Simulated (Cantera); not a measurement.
A freely propagating, adiabatic, planar premixed flame of 3.41 % C₂H₆, 16.4 % O₂, 61.5 % N₂, 18.8 % CO₂, unburnt at 625 K and 9.77 atm; multicomponent transport, grid criteria slope 0.08 and curve 0.16, no radiation.

Cantera simulation using GRI-Mech 3.0 (53 species, 325 reactions); the numbers are that mechanism's predictions, not measurements. Burning velocities carry a grid error of a few per cent, more on coarse grids.

Problem. Predict: laminar burning velocity; thermal thickness; peak x(CH₃); peak x(H₂).

Solution. 
```json
{
  "laminar_burning_velocity": "17.8 cm/s",
  "thermal_thickness": "0.133 mm",
  "peak x(CH₃)": "0.000136",
  "peak x(H₂)": "0.00223"
}
```
